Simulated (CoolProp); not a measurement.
Vapour-liquid equilibrium of n-hexane (1) + toluene (2) at 27.15 °C; x and y are mole fractions of (1).

The numbers come from the multi-fluid Helmholtz-energy mixture model, Thol 2019 and Lemmon 2006; pair parameters Bell 2016 in CoolProp.

```tsv
x	bubble pressure (MPa)	y at the bubble point	dew pressure at overall composition x (MPa)	liquid density (mol/L)
0.05	0.005809	0.304	0.004439	9.234
0.15	0.008443	0.566	0.004894	9.035
0.25	0.01059	0.687	0.005452	8.842
0.35	0.01242	0.760	0.006148	8.655
0.45	0.01405	0.813	0.007042	8.474
0.55	0.01555	0.854	0.008225	8.299
0.65	0.01699	0.890	0.009844	8.129
0.75	0.01842	0.923	0.01213	7.964
0.85	0.01986	0.954	0.01539	7.805
0.95	0.02135	0.985	0.01969	7.651
```

No azeotrope shows between x = 0.05 and 0.95.

Pair parameters are fitted to limited data, so mixtures are less certain than the pure fluids.
